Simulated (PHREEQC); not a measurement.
**Metal-bearing waste water**

Make-up at 25 °C: 0.29 mol CdCl2, 0.00079 mol CuCl2 and 0.00012 mol H2SO4 per kg of water. Closed to the air; pH follows from the charge balance.

The numbers come from PHREEQC with the ion-association model, phreeqc.dat.

```yaml
pH: 3.72
ionic_strength: 0.263 mol/kgw
activity_of_water: 0.991
density: 1.042 g/cm³
total_alkalinity: -0.240 meq/kg
```

```csv
species,molality,activity,log γ
Cl-,0.222,0.154,-0.158
CdCl+,0.173,0.127,-0.133
CdCl2,0.0771,0.0819,0.026
Cd+2,0.0293,0.00863,-0.531
CdCl3-,0.0108,0.00798,-0.133
Cu+2,0.000664,0.000200,-0.520
H+,0.000240,0.000189,-0.104
```

Precipitation was switched off in this run.
